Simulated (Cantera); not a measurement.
**Diamond growth**

A diamond (100) surface in a fixed gas of H2 with x(CH4) = 0.011, x(H) = 0.0042, x(CH3) = 0.00043, 6500 Pa; coverages are run to steady state.

Model: the Harris–Goodwin 1993 mechanism for the reconstructed diamond (100) surface, integrated in Cantera.

```tsv
T (K)	growth (µm/h)	θ c6HH	θ c6H*	θ c6*H	θ c6**	θ c6HM
950	10.5	0.592	0.0130	0.308	0.00597	0.0623
1025	14.4	0.541	0.0193	0.368	0.0104	0.0439
1100	15.7	0.494	0.0267	0.422	0.0167	0.0264
1175	11.6	0.452	0.0350	0.470	0.0248	0.0109
1250	7.09	0.412	0.0433	0.504	0.0342	0.00311
1325	5.58	0.376	0.0513	0.526	0.0441	0.000784
1400	5.24	0.346	0.0590	0.539	0.0543	0.000195
```
θ: site fractions in the mechanism's names (c6HH fully hydrogenated, c6H* and c6*H radical sites, c6** diradical, c6HM methylated).
